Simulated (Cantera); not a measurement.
Cantera run, input and output.

```python
import numpy as np
import cantera as ct

surf = ct.Interface("ptcombust.yaml", "Pt_surf")
gas = surf.adjacent["gas"]
gas.TPX = 300, 6400, {'H2': 0.022, 'O2': 0.11, 'N2': 0.79}
jet = ct.ImpingingJet(gas=gas, width=0.05, surface=surf)
jet.inlet.mdot, jet.inlet.T, jet.inlet.X = 0.069, 300, {'H2': 0.022, 'O2': 0.11, 'N2': 0.79}
jet.set_refine_criteria(ratio=10, slope=0.2, curve=0.3)
show, cover = ['H2', 'O2', 'H2O', 'OH'], ["PT(S)", "H(S)", "O(S)", "OH(S)", "CO(S)", "C(S)"]

rows = []
print(f"{'Ts/K':>7s}" + "".join(f"{s:>11s}" for s in show + cover) + "   (gas at the wall, coverages)")
for i, Ts in enumerate([500, 550, 600, 650, 700, 750, 800, 850]):
    jet.surface.T = Ts
    if i == 0:
        surf.TP = Ts, 6400
        surf.coverages = "PT(S):0.5, O(S):0.5"
        surf.advance_coverages(1.0)
        jet.set_initial_guess(products="inlet")
    jet.solve(loglevel=0, auto=(i == 0))
    rows.append([*(jet.X[gas.species_index(s), -1] for s in show), *surf[cover].coverages])
    print(f"{Ts:7g}" + "".join(f"{x:11.3e}" for x in rows[-1]))
```

It prints:

```
   Ts/K         H2         O2        H2O         OH      PT(S)       H(S)       O(S)      OH(S)      CO(S)       C(S)   (gas at the wall, coverages)
    500  3.317e-03  9.697e-02  4.080e-02  1.730e-15  5.014e-02  9.882e-10  9.355e-01  1.435e-02  2.410e-19  4.457e-31
    550  3.306e-03  9.708e-02  4.044e-02  6.590e-14  5.301e-02  1.002e-09  9.388e-01  8.199e-03  1.189e-18  3.529e-27
    600  3.297e-03  9.716e-02  4.014e-02  1.356e-12  5.576e-02  1.291e-09  9.391e-01  5.105e-03 -7.358e-20  9.548e-27
    650  3.270e-03  9.721e-02  3.991e-02  1.735e-11  5.882e-02  1.962e-09  9.378e-01  3.410e-03  6.396e-18 -3.085e-31
    700  3.119e-03  9.712e-02  3.996e-02  1.512e-10  6.472e-02  3.374e-09  9.328e-01  2.468e-03  2.018e-17  2.640e-27
    750  2.633e-03  9.667e-02  4.068e-02  9.371e-10  8.140e-02  7.170e-09  9.166e-01  2.004e-03  2.164e-18  2.073e-25
    800  1.975e-03  9.602e-02  4.175e-02  4.247e-09  1.161e-01  1.827e-08  8.822e-01  1.785e-03  7.649e-19  1.974e-27
    850  1.462e-03  9.552e-02  4.255e-02  1.541e-08  1.665e-01  4.626e-08  8.318e-01  1.626e-03  7.950e-19  2.556e-26
```

Cantera simulation using Deutschmann's 1995 Pt surface mechanism with GRI-Mech 3.0 gas chemistry; the numbers are that mechanism's predictions, not measurements. Catalytic surfaces can have several steady states; this one follows from the mechanism file's or the stated starting coverage.
